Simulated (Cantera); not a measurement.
Charge: 1 mol Si₂H₆, 4.2 mol O₂, held at 1700 K and 0.00830 bar.

Equilibrium computed with Cantera from the NASA thermochemical tables; the gas is ideal and each condensed phase is pure. Candidate condensed phases: H₂O, Si, SiO₂; 18 gas species. The feed counts by its element totals alone. The tables hold silica as quartz up to 1696 K and as liquid above; real silica turns to tridymite and cristobalite and melts near 1996 K. Equilibrium is a limit: real reactors are often held back by kinetics, nucleation or transport.

Base state: H₂O 0.808, O₂ 0.188, OH 0.00333, H₂ 0.000411, O 0.000213, H 3.28e-5 (mole fractions); condensed: SiO₂(condensed).

Problem. What changes in the equilibrium state with this change: O₂ from 4.2 to 0.22 mol?

Solution. 
| species | before | after |
|---|---|---|
| H₂ | 0.000411 | 0.871 |
| SiO | 1.69e-8 | 0.128 |
| H | 3.28e-5 | 0.00151 |
| H₂O | 0.808 | 1.61e-6 |
| O₂ | 0.188 | <1e-9 |
| OH | 0.00333 | <1e-9 |
| O | 0.000213 | <1e-9 |
| Si | <1e-9 | 8.18e-5 |
| SiH₂ | <1e-9 | 1.24e-5 |
| SiO₂(condensed), mol | 2.00 | 0 |
| Si(l), mol | 0 | 1.56 |
Gases not in the tables: Si₂H₆ and higher silanes.

Problem. What changes in the equilibrium state with this change: temperature from 1700 K to 1923 K?

Solution. 
| species | before | after |
|---|---|---|
| H₂O | 0.808 | 0.796 |
| O₂ | 0.188 | 0.186 |
| OH | 0.00333 | 0.0125 |
| H₂ | 0.000411 | 0.00319 |
| H | 3.28e-5 | 0.000584 |
| O | 0.000213 | 0.00171 |
| SiO₂(condensed), mol | 2.00 | 2.00 |
